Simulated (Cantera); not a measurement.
Counterflow diffusion flame

A counterflow diffusion flame at 1.00 bar, nozzles 20 mm apart: fuel side 76.3 % C3H8, 23.7 % N2 at 550 K, oxidiser side 19.0 % O2, 81.0 % N2 at 525 K, fuel mass flux 1.1 times the oxidiser's; mixture-averaged transport, no radiation.

Computed with Cantera and GRI-Mech 3.0 (53 species, 325 reactions). GRI-Mech 3.0 was tuned for natural gas; its chemistry of propane as a main component is partial and can be far from experiment. GRI-Mech 3.0 has no aromatics or soot, which form on the fuel side of real flames. The maximum strain rate includes the flame's own expansion and is several times the mean.

```json
[
 {"oxidiser flux (kg/m²/s)": "0.25", "max strain (1/s)": "194", "mean strain (1/s)": "34.6", "T max (K)": "2007", "peak x OH": "0.00601", "peak x H": "0.00375", "peak x NO": "0.000231", "peak x CO": "0.0557", "peak x C2H2": "0.0360"},
 {"oxidiser flux (kg/m²/s)": "0.36", "max strain (1/s)": "269", "mean strain (1/s)": "49.8", "T max (K)": "1986", "peak x OH": "0.00597", "peak x H": "0.00402", "peak x NO": "0.000213", "peak x CO": "0.0558", "peak x C2H2": "0.0339"},
 {"oxidiser flux (kg/m²/s)": "0.51", "max strain (1/s)": "370", "mean strain (1/s)": "70.5", "T max (K)": "1966", "peak x OH": "0.00592", "peak x H": "0.00427", "peak x NO": "0.000194", "peak x CO": "0.0560", "peak x C2H2": "0.0319"},
 {"oxidiser flux (kg/m²/s)": "0.72", "max strain (1/s)": "508", "mean strain (1/s)": "99.6", "T max (K)": "1946", "peak x OH": "0.00584", "peak x H": "0.00452", "peak x NO": "0.000173", "peak x CO": "0.0564", "peak x C2H2": "0.0299"},
 {"oxidiser flux (kg/m²/s)": "1", "max strain (1/s)": "686", "mean strain (1/s)": "138", "T max (K)": "1924", "peak x OH": "0.00568", "peak x H": "0.00470", "peak x NO": "0.000150", "peak x CO": "0.0570", "peak x C2H2": "0.0277"},
 {"oxidiser flux (kg/m²/s)": "1.5", "max strain (1/s)": "993", "mean strain (1/s)": "207", "T max (K)": "1893", "peak x OH": "0.00538", "peak x H": "0.00484", "peak x NO": "0.000117", "peak x CO": "0.0582", "peak x C2H2": "0.0247"},
 {"oxidiser flux (kg/m²/s)": "2.1", "max strain (1/s)": "1350", "mean strain (1/s)": "290", "T max (K)": "1860", "peak x OH": "0.00500", "peak x H": "0.00483", "peak x NO": "8.79e-5", "peak x CO": "0.0597", "peak x C2H2": "0.0215"}
]
```
x: mole fraction; the columns are a selection and need not sum to one.
